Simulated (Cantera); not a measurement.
An isothermal, constant-pressure homogeneous reactor starts with 87.0 % NO, 13.0 % N2, at 2150 K and 13000 Pa.

Computed with Cantera and GRI-Mech 3.0 (53 species, 325 reactions).

x: mole fraction; the columns are a selection and need not sum to one.

```json
[
 {"t (s)": "2.00e-6", "x NO": "0.870", "x NO2": "6.12e-10", "x O2": "2.11e-10", "x O": "6.29e-7", "x N2": "0.130", "x N2O": "6.29e-7"},
 {"t (s)": "9.35e-6", "x NO": "0.870", "x NO2": "[?]", "x O2": "4.63e-9", "x O": "2.94e-6", "x N2": "0.130", "x N2O": "2.93e-6"},
 {"t (s)": "4.37e-5", "x NO": "0.870", "x NO2": "[?]", "x O2": "1.01e-7", "x O": "1.37e-5", "x N2": "0.130", "x N2O": "1.35e-5"},
 {"t (s)": "0.000205", "x NO": "0.869", "x NO2": "[?]", "x O2": "2.28e-6", "x O": "6.47e-5", "x N2": "0.130", "x N2O": "5.93e-5"},
 {"t (s)": "0.000956", "x NO": "0.869", "x NO2": "[?]", "x O2": "6.39e-5", "x O": "0.000324", "x N2": "0.131", "x N2O": "0.000206"},
 {"t (s)": "0.00447", "x NO": "0.865", "x NO2": "[?]", "x O2": "0.00155", "x O": "0.000863", "x N2": "0.132", "x N2O": "0.000325"},
 {"t (s)": "0.0209", "x NO": "0.845", "x NO2": "[?]", "x O2": "0.0112", "x O": "0.00103", "x N2": "0.142", "x N2O": "0.000303"},
 {"t (s)": "0.0978", "x NO": "0.747", "x NO2": "0.000202", "x O2": "0.0597", "x O": "0.00158", "x N2": "0.191", "x N2O": "0.000216"},
 {"t (s)": "0.457", "x NO": "0.358", "x NO2": "0.000193", "x O2": "0.253", "x O": "0.00281", "x N2": "0.385", "x N2O": "4.15e-5"},
 {"t (s)": "2.14", "x NO": "0.0318", "x NO2": "[?]", "x O2": "0.416", "x O": "0.00352", "x N2": "0.548", "x N2O": "4.68e-7"},
 {"t (s)": "10.0", "x NO": "0.0135", "x NO2": "[?]", "x O2": "0.425", "x O": "0.00356", "x N2": "0.557", "x N2O": "2.28e-7"}
]
```

**Question.** Fill in the missing entries.

**Answer.** 
- 9.35e-6, x NO2: 1.32e-8
- 4.37e-5, x NO2: 2.71e-7
- 0.000205, x NO2: 4.48e-6
- 0.000956, x NO2: 4.04e-5
- 0.00447, x NO2: 0.000103
- 0.0209, x NO2: 0.000130
- 2.14, x NO2: 2.20e-5
- 10.0, x NO2: 9.46e-6
